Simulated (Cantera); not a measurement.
A Cantera script and what it prints.

```python
import numpy as np
import cantera as ct

gas_names = [...]  # 113 gases of nasa_gas.yaml made of C, H, O, Ta
cond_names = """
    C(gr) C6H6(L) C7H8(L) C8H18(L),n-octa H2O(s) H2O(L) Ta(cr) Ta(L) TaC(s) TaC(L) Ta2O5(s) Ta2O5(L)
""".split()


# ... load() reads the species with a 1 bar reference pressure and builds the phases ...
atoms = {
    'Ta(OEt)5': {'Ta': 1, 'C': 10, 'H': 25, 'O': 5},
    'CO2': {'C': 1, 'O': 2},
}
top_T = {'C(gr)': 4500}  # K; cautious upper limits of use, not melting points


# ... equilibrate(T, P, feed) seeds the gas with the atoms and calls Mixture.equilibrate('TP', solver="vcs", rtol=1e-11, max_steps=5000) ...
results = []
feed = {'Ta(OEt)5': 1, 'CO2': 7.2}  # mol
T = 1750  # K
for P in [0.1, 0.75, 5.6, 42, 320, 2400, 18000, 130000, 1000000]:
    mix = equilibrate(T, P, feed)
    results.append((T, P, feed, dict(zip(mix.species_names, mix.species_moles))))

top = {s: max(r[3][s] / sum(r[3][g] for g in gas_names) for r in results) for s in gas_names}
cols = sorted((s for s in top if top[s] > 0.0001), key=lambda s: -top[s])[:9]
seen = [c for c in cond_names if any(r[3].get(c, 0) > 1e-12 for r in results)]
print("log10 of partial pressures in bar; condensed amounts in mol")
print(f"{'P/Pa':>10s}" + "".join(f"{s[:9]:>10s}" for s in cols + seen))
for T, P, feed, n in results:
    ng = sum(n[g] for g in gas_names)
    print(f"{P:10.4g}" + "".join(f"{np.log10(max(n[s] / ng * P / 1e5, 1e-99)):10.3f}" for s in cols)
          + "".join(f"{n.get(c, 0):10.4g}" for c in seen))
```

It prints:

```
log10 of partial pressures in bar; condensed amounts in mol
      P/Pa        CO        H2         H      TaO2       H2O       CO2       TaO       CH4    Ta(cr)    TaC(s)  Ta2O5(s)
       0.1    -6.271    -6.491    -6.879    -8.150    -9.775   -10.114    -8.851   -22.441   0.05061         0    0.3384
      0.75    -5.374    -5.542    -6.404    -8.150    -8.826    -9.217    -8.851   -19.647    0.1142         0    0.4256
       5.6    -4.493    -4.643    -5.955    -8.150    -7.927    -8.337    -8.851   -16.968    0.1223         0    0.4366
        42    -3.617    -3.757    -5.512    -8.210    -6.921    -7.340    -9.032   -14.440         0   0.08898    0.4553
       320    -2.734    -2.872    -5.069    -8.336    -5.784    -6.205    -9.410   -12.039         0   0.09172    0.4541
      2400    -1.859    -1.996    -4.631    -8.461    -4.658    -5.079    -9.785    -9.662         0   0.09641    0.4518
   1.8e+04    -0.984    -1.121    -4.194    -8.586    -3.533    -3.954   -10.160    -7.287         0    0.1047    0.4476
   1.3e+05    -0.125    -0.263    -3.765    -8.708    -2.430    -2.851   -10.528    -4.959         0     0.119    0.4405
     1e+06     0.760     0.621    -3.323    -8.835    -1.293    -1.713   -10.907    -2.559         0    0.1427    0.4287
```

Cantera equilibrium calculation (NASA polynomials, part measured and part estimated; ideal gas, pure solids and liquids). The feed counts by its element totals alone. Mutual solubility and eutectic melting of coexisting phases are not modelled. TaC: taken at fixed stoichiometry. Condensed phases not in the tables: Ta2C, N, O or C dissolved in the metal.
